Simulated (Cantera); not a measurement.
**Silicon epitaxy and polysilicon growth: SiHCl₃ + HCl + H₂**

Feed: 1 mol SiHCl₃, 0.13 mol HCl, 110 mol H₂, equilibrated at 1048 K.

Cantera equilibrium calculation (NASA polynomials, part measured and part estimated; ideal gas, pure solids and liquids). Candidate condensed phases: Si; 19 gas species. The tables' values for SiCl₃ are old estimates; treat these amounts as uncertain. Equilibrium is a limit: real reactors are often held back by kinetics, nucleation or transport.

```tsv
P (Pa)	x H₂	x HCl	x SiHCl₃	x SiCl₄	x SiCl₂	x SiH₂Cl₂	x SiCl₃	n Si(s)
100	0.975	0.0236	0.000137	0.000326	0.00107	6.59e-6	0.000138	0.812
260	0.976	0.0221	0.000290	0.000641	0.000930	1.49e-5	0.000180	0.770
670	0.978	0.0198	0.000542	0.00108	0.000750	3.11e-5	0.000210	0.708
1700	0.979	0.0172	0.000897	0.00154	0.000564	5.94e-5	0.000218	0.633
4500	0.982	0.0144	0.00138	0.00197	0.000392	0.000109	0.000205	0.547
12000	0.983	0.0117	0.00196	0.00227	0.000257	0.000192	0.000178	0.458
30000	0.985	0.00940	0.00256	0.00239	0.000167	0.000312	0.000148	0.377
77000	0.986	0.00741	0.00322	0.00236	0.000104	0.000498	0.000116	0.296
200000	0.987	0.00574	0.00387	0.00220	6.21e-5	0.000775	8.63e-5	0.217
```
x: gas mole fraction; n: condensed amount in mol.

From 100 Pa to 200000 Pa the condensed part is Si(s). The main Si-bearing gas is SiCl₂ at 100 Pa and SiHCl₃ at 200000 Pa. The share of Si in condensed phases is highest at 100 Pa (81.2 %) and lowest at 200000 Pa (21.7 %).
